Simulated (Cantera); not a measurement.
Input: 1 mol C3H6, 20 mol H2, 0.019 mol O2, held at 2925 K and 0.188 Torr.

Method: chemical equilibrium by Gibbs-energy minimisation in Cantera with the NASA 1993 tables (ideal gas, pure condensed phases). Candidate condensed phases: C, C6H6, C7H8, C8H18, H2O; 110 gas species. Equilibrium is a limit: real reactors are often held back by kinetics, nucleation or transport.

Base state: H 0.946, C 0.0253, H2 0.0144, C3 0.00962, C2 0.00371, CO 0.000805, C2H 0.000488, C2H2 (acetylene) 4.83e-5 (mole fractions); condensed: gas only.

**Question.** What changes in the equilibrium state with this change: pressure from 0.188 Torr to 100 Torr?

**Answer.** 
```
species            before     after
----------------  -------  --------
H2                 0.0144     0.679
H                   0.946     0.281
C2H2 (acetylene)  4.83e-5    0.0338
C                  0.0253  0.000183
CH3               1.21e-9   3.48e-5
C6H2                <1e-9   1.54e-5
C4H2              6.75e-8  0.000701
C(graphite), mol        0     0.848
```
